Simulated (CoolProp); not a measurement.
Vapour-liquid equilibrium of n-hexane (1) + toluene (2) at 3.97 bar; x and y are mole fractions of (1).

Model: multi-fluid Helmholtz-energy mixture model, Thol 2019 and Lemmon 2006; pair parameters Bell 2016, in CoolProp.

| x | bubble temperature, mixture model (°C) | bubble temperature, Raoult's law (°C) | y, mixture model | y, Raoult's law |
|---|---|---|---|---|
| 0.05 | 161.7 | 163.1 | 0.136 | 0.122 |
| 0.125 | 155.2 | 157.9 | 0.295 | 0.276 |
| 0.2 | 149.8 | 153.2 | 0.417 | 0.404 |
| 0.275 | 145.3 | 148.8 | 0.513 | 0.510 |
| 0.35 | 141.4 | 144.8 | 0.591 | 0.600 |
| 0.425 | 137.9 | 141.1 | 0.657 | 0.675 |
| 0.5 | 134.9 | 137.7 | 0.715 | 0.740 |
| 0.575 | 132.1 | 134.5 | 0.766 | 0.796 |
| 0.65 | 129.6 | 131.5 | 0.813 | 0.844 |
| 0.725 | 127.3 | 128.7 | 0.856 | 0.886 |
| 0.8 | 125.1 | 126.0 | 0.897 | 0.922 |
| 0.875 | 123.0 | 123.5 | 0.937 | 0.955 |
| 0.95 | 121.0 | 121.2 | 0.975 | 0.983 |

The largest gap from Raoult's law is -3.5 K in bubble temperature, at x = 0.275. No azeotrope shows between x = 0.05 and 0.95.

The pair parameters rest on a limited set of measurements; away from them the model extrapolates.
